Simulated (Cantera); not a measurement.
A perfectly stirred reactor is fed with H2 : O2 : N2 = 1 : 0.385 : 1.45 (molar parts), equivalence ratio 1.3, at 1.01 bar; it is adiabatic with a 500 K inlet, and is followed from long to short residence time, starting on the burning branch (τ in s: 0.037, 0.013, 0.0043, 0.0015, 0.00051, 0.00017, 5.9e-05, 2e-05, 6.9e-06).

Cantera simulation using GRI-Mech 3.0 (53 species, 325 reactions); the numbers are that mechanism's predictions, not measurements.

Problem. What does this change do: N2 1.45 to 2 parts?

Solution. 
```
quantity                                                                      before                               after
------------------------------------------------  ----------------------------------  ----------------------------------
blow-out, bracketed by the residence times tried  burning at 20.0 µs, out at 6.90 µs  burning at 20.0 µs, out at 6.90 µs
x(H2) at τ = 37.0 ms                                                          0.0934                              0.0756
x(O2) at τ = 37.0 ms                                                        0.000377                            0.000170
x(O) at τ = 37.0 ms                                                         0.000259                             8.76e-5
x(NO2) at τ = 37.0 ms                                                        1.74e-8                             1.15e-9
x(HO2) at τ = 37.0 ms                                                        2.17e-7                             1.02e-7
x(H2) at τ = 0.510 ms                                                         0.0934                              0.0742
x(O2) at τ = 0.510 ms                                                        0.00461                             0.00381
x(O) at τ = 0.510 ms                                                         0.00320                             0.00230
x(NO2) at τ = 0.510 ms                                                       3.01e-9                             1.29e-9
x(HO2) at τ = 0.510 ms                                                       2.66e-6                             2.42e-6
```

Problem. What does this change do: pressure from 1.01 bar to 8.00 bar?

Solution. 
| quantity | before | after |
|---|---|---|
| blow-out, bracketed by the residence times tried | burning at 20.0 µs, out at 6.90 µs | burning at 6.90 µs, the shortest tried |
| x(H2) at τ = 37.0 ms | 0.0934 | 0.0936 |
| x(O2) at τ = 37.0 ms | 0.000377 | 5.68e-5 |
| x(O) at τ = 37.0 ms | 0.000259 | 3.56e-5 |
| x(NO2) at τ = 37.0 ms | 1.74e-8 | 1.07e-8 |
| x(HO2) at τ = 37.0 ms | 2.17e-7 | 8.46e-8 |
| x(H2) at τ = 0.510 ms | 0.0934 | 0.0936 |
| x(O2) at τ = 0.510 ms | 0.00461 | 0.000518 |
| x(O) at τ = 0.510 ms | 0.00320 | 0.000164 |
| x(NO2) at τ = 0.510 ms | 3.01e-9 | 8.83e-9 |
| x(HO2) at τ = 0.510 ms | 2.66e-6 | 8.86e-7 |
The hydrogen kinetics of GRI-Mech 3.0 are dated; newer H2 mechanisms differ, most at raised pressure.
